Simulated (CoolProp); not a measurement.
Saturation properties of CH2F2 (R32).

The numbers come from the reference Helmholtz-energy equation of state, Tillner-Roth 1997 in CoolProp.

```
T (°C)     p (MPa)  liquid density (kg/m³)  vapour Z  liquid viscosity (µPa s)  vapour viscosity (µPa s)
-------  ---------  ----------------------  --------  ------------------------  ------------------------
-114.75  0.0008739                    1375    0.9982                       974                      7.00
-110.45   0.001386                    1365    0.9976                       872                      7.19
-106.25   0.002119                     [?]    0.9967                       789                      7.38
-101.95   0.003191                    1344    0.9957                       716                      7.57
-97.75    0.004656                    1333    0.9944                       654                      7.76
-93.55    0.006655                    1323    0.9929                       600                      7.95
-89.25    0.009408                    1312    0.9911                       552                      8.14
-85.05     0.01296                    1301    0.9889                       [?]                      8.33
-80.75     0.01770                    1290    0.9864                       473                       [?]
-76.55     0.02363                    1279       [?]                       440                      8.72
-72.35     0.03110                    1269    0.9804                       411                      8.91
-68.05     0.04066                    1257    0.9766                       383                      9.11
```

Q: Fill in the missing entries.

A: 
- -106.25, liquid density (kg/m³): 1355
- -85.05, liquid viscosity (µPa s): 511
- -80.75, vapour viscosity (µPa s): 8.53
- -76.55, vapour Z: 0.9836

It boils at -51.7 °C under 1 atm.

Viscosity comes from a separate model (Bell 2016), an estimate that may be off by 10 % or more.
